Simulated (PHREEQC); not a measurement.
A solution holds 0.0016 mol/kgw HF, 0.0028 mol/kgw (NH4)2SiF6, 0.00017 mol/kgw HBF4 and 0.22 mol/kgw HCl, at 80 °C. Closed to the air; pH follows from the charge balance.

The numbers come from PHREEQC with the ion-association model, wateq4f.dat.

| quantity | before | after |
|---|---|---|
| pH | 0.78 | 1.73 |
| H3BO3 (mol/kgw) | 0.000117 | 1.70e-5 |
| H2F2 (mol/kgw) | 0.000104 | 1.06e-6 |
| SiF6-2 (mol/kgw) | 5.90e-5 | 1.87e-10 |
| BF4- (mol/kgw) | 4.85e-5 | 4.16e-9 |
| SI of SiO2(a) (SiO2) | -0.20 | -1.22 |

### Question
What was changed between the two runs?
A. HCl from 0.22 to 0.44 mol/kgw
B. HF left out
C. diluted 10-fold with water
D. (NH4)2SiF6 from 0.0028 to 0.00308 mol/kgw
E. diluted 2-fold with water

### Answer
C, diluted 10-fold with water

This is a speciation only: nothing precipitates in the calculation. Some of these states are supersaturated (in Quartz (slow to form), Chalcedony (slow to form), for instance). Away from 25 °C the constants follow the database's enthalpies or fits; those with neither stay at their 25 °C values. SiF6-2 is the database's only silicon fluoride. Real BF4- forms and hydrolyses slowly; the run takes it at equilibrium.
